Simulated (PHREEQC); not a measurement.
3.6 g of hydrous ferric oxide (600 m²/g; 0.2 weak and 0.005 strong sites per Fe, Dzombak-Morel constants, diffuse double layer) in 1 kg of water with 0.01 mol/kgw of an inert sodium salt and 0.2 mmol/kgw Na2SO4, 3.5 mmol/kgw CuCl2 and 1.2 mmol/kgw MgCl2, at 25 °C; the pH is set by adding NaOH or the inert anion's acid. Oxygen is held at 0.21 atm. No CO2 enters from the air. No solid was allowed to form.

The numbers come from PHREEQC with the ion-association model, wateq4f.dat.

```json
[
 {"pH": "4", "S sorbed (%)": "100.0", "Cu sorbed (%)": "10.5", "Mg sorbed (%)": "0.0", "surface charge σ (C/m²)": "0.255", "surface potential ψ (mV)": "169"},
 {"pH": "4.38", "S sorbed (%)": "100.0", "Cu sorbed (%)": "26.2", "Mg sorbed (%)": "0.0", "surface charge σ (C/m²)": "0.214", "surface potential ψ (mV)": "___"},
 {"pH": "5.12", "S sorbed (%)": "99.9", "Cu sorbed (%)": "76.7", "Mg sorbed (%)": "0.0", "surface charge σ (C/m²)": "0.159", "surface potential ψ (mV)": "___"},
 {"pH": "5.5", "S sorbed (%)": "99.9", "Cu sorbed (%)": "90.8", "Mg sorbed (%)": "0.0", "surface charge σ (C/m²)": "0.141", "surface potential ψ (mV)": "146"},
 {"pH": "6.25", "S sorbed (%)": "99.6", "Cu sorbed (%)": "98.9", "Mg sorbed (%)": "0.1", "surface charge σ (C/m²)": "0.101", "surface potential ψ (mV)": "___"},
 {"pH": "6.62", "S sorbed (%)": "98.9", "Cu sorbed (%)": "99.6", "Mg sorbed (%)": "0.2", "surface charge σ (C/m²)": "0.080", "surface potential ψ (mV)": "118"},
 {"pH": "7.38", "S sorbed (%)": "___", "Cu sorbed (%)": "99.8", "Mg sorbed (%)": "2.5", "surface charge σ (C/m²)": "0.046", "surface potential ψ (mV)": "90"},
 {"pH": "7.75", "S sorbed (%)": "70.6", "Cu sorbed (%)": "99.7", "Mg sorbed (%)": "7.8", "surface charge σ (C/m²)": "0.035", "surface potential ψ (mV)": "___"},
 {"pH": "8.5", "S sorbed (%)": "20.0", "Cu sorbed (%)": "98.7", "Mg sorbed (%)": "35.8", "surface charge σ (C/m²)": "0.022", "surface potential ψ (mV)": "___"},
 {"pH": "8.88", "S sorbed (%)": "7.6", "Cu sorbed (%)": "96.5", "Mg sorbed (%)": "53.6", "surface charge σ (C/m²)": "0.018", "surface potential ψ (mV)": "47"},
 {"pH": "9.62", "S sorbed (%)": "0.7", "Cu sorbed (%)": "86.1", "Mg sorbed (%)": "88.5", "surface charge σ (C/m²)": "0.008", "surface potential ψ (mV)": "___"},
 {"pH": "10", "S sorbed (%)": "0.1", "Cu sorbed (%)": "81.9", "Mg sorbed (%)": "96.9", "surface charge σ (C/m²)": "0.002", "surface potential ψ (mV)": "6"}
]
```

Task: What belongs in the gaps?

Result: 
- 4.38, surface potential ψ (mV): 162
- 5.12, surface potential ψ (mV): 152
- 6.25, surface potential ψ (mV): 129
- 7.38, S sorbed (%): 89.1
- 7.75, surface potential ψ (mV): 76
- 8.5, surface potential ψ (mV): 55
- 9.62, surface potential ψ (mV): 24

Along this series the solution becomes supersaturated in solids that the run did not let form, among them Cu(OH)2, Brochantite, Atacamite. Complexes and solids missing from the database can't appear. The database's constant for dissolved Cu(OH)2 is higher than later reviews accept.
